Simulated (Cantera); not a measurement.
A Cantera script and its output.

```python
import numpy as np
import cantera as ct

gas = ct.Solution("gri30.yaml")
gas.TPX = 950, 12000, {'CO': 0.0075, 'O2': 0.002, 'H2O': 0.0086, 'N2': 1}
reactor = ct.IdealGasConstPressureReactor(gas, energy="off", clone=False)
net = ct.ReactorNet([reactor])
net.rtol, net.atol = 1e-08, 1e-18
show = ['CO', 'O2', 'H2O', 'NO', 'OH', 'N2O']
times = np.geomspace(1e-06, 10, 11)

steps = ct.SolutionArray(gas, extra=["t"])
rows = []
print(f"{'t/s':>10s}{'T/K':>9s}{'P/Pa':>11s}" + "".join(f"{s:>11s}" for s in show))
for t in times:
    while net.time < t:
        t_next = net.step()
        steps.append(gas.state, t=t_next)
    rows.append([np.interp(t, steps.t, y) for y in (steps.T, steps.P, *steps(*show).X.T)])
    print(f"{t:10.3e}{rows[-1][0]:9.1f}{rows[-1][1]:11.4g}" + "".join(f"{x:11.3e}" for x in rows[-1][2:]))
rate = np.gradient(steps.T, steps.t)
print("integrator steps:", len(steps.t))
if steps.T.max() > steps.T[0] + 200:
    print(f"time of steepest temperature rise: {steps.t[rate.argmax()]:.4e} s")
gas.TPX = 950, 12000, {'CO': 0.0075, 'O2': 0.002, 'H2O': 0.0086, 'N2': 1}
gas.equilibrate("TP")
print(f"equilibrium (TP): T = {gas.T:.1f} K  " + "  ".join(f"{s} {gas[s].X[0]:.3e}" for s in show))
```

It prints:

```
       t/s      T/K       P/Pa         CO         O2        H2O         NO         OH        N2O
 1.000e-06    950.0    1.2e+04  7.367e-03  1.964e-03  8.447e-03  7.195e-31  4.329e-19  3.393e-24
 5.012e-06    950.0    1.2e+04  7.367e-03  1.964e-03  8.447e-03  7.464e-30  2.419e-18  2.544e-23
 2.512e-05    950.0    1.2e+04  7.367e-03  1.964e-03  8.447e-03  1.506e-28  1.916e-17  3.727e-22
 1.259e-04    950.0    1.2e+04  7.367e-03  1.964e-03  8.447e-03  3.040e-27  2.227e-16  6.674e-21
 6.310e-04    950.0    1.2e+04  7.367e-03  1.964e-03  8.447e-03  8.490e-26  3.409e-15  1.630e-19
 3.162e-03    950.0    1.2e+04  7.367e-03  1.964e-03  8.447e-03  2.705e-24  3.227e-14  3.962e-18
 1.585e-02    950.0    1.2e+04  7.367e-03  1.964e-03  8.447e-03  8.194e-23  2.739e-13  9.641e-17
 7.943e-02    950.0    1.2e+04  7.367e-03  1.964e-03  8.447e-03  6.233e-21  8.128e-12  5.147e-15
 3.981e-01    950.0    1.2e+04  7.167e-03  1.869e-03  8.397e-03  3.315e-10  2.678e-06  1.811e-09
 1.995e+00    950.0    1.2e+04  1.718e-03  9.392e-08  6.736e-03  8.758e-08  5.082e-07  3.688e-11
 1.000e+01    950.0    1.2e+04  1.473e-03  1.266e-09  6.492e-03  8.711e-08  6.543e-08  7.758e-12
integrator steps: 1606
equilibrium (TP): T = 950.0 K  CO 1.223e-03  O2 2.213e-20  H2O 6.242e-03  NO 6.400e-15  OH 3.154e-13  N2O 2.149e-19
```

Cantera simulation using GRI-Mech 3.0 (53 species, 325 reactions); the numbers are that mechanism's predictions, not measurements.
